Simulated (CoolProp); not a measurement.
Computed with CoolProp (reference Helmholtz-energy equation of state, Akasaka 2023).

Task: For R1336mzz(E), give the phase and the cp (kJ/(kg K)), speed of sound (m/s), isothermal compressibility (1/MPa), expansivity (1/kK) at 294.2 K and 0.877 MPa; 294.2 K and 3.07 MPa.

Result: 
- 294.2 K and 0.877 MPa: liquid; cp 1.23, speed of sound 589, isothermal compressibility 0.00302, expansivity 2.21
- 294.2 K and 3.07 MPa: liquid; cp 1.23, speed of sound 609, isothermal compressibility 0.00279, expansivity 2.10
